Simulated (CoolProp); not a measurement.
The fluid at 278.14 K and 1.06 MPa is throttled through a valve to 0.163 MPa with no heat exchange. The same conditions are run with several fluids, on thermodynamics alone (safety and materials aside).

Computed with CoolProp (reference Helmholtz-energy equation of state of each fluid (C3F8 (R218): Lemmon 2006; cis-2-butene: Lemmon 2005; n-butane: Bücker 2006; trans-2-butene: Lemmon 2005)).

```tsv
fluid	temperature change (K)	final phase	final density (kg/m³)
C3F8 (R218)	[?]	two-phase, vapour fraction 0.318	[?]
cis-2-butene	+0.3	liquid	[?]
n-butane	+0.3	liquid	595
trans-2-butene	+0.3	liquid	622
```

### Question
Some entries are withheld; supply them.

### Answer

- C3F8 (R218), temperature change (K): -30.7
- C3F8 (R218), final density (kg/m³): 49.5
- cis-2-butene, final density (kg/m³): 638
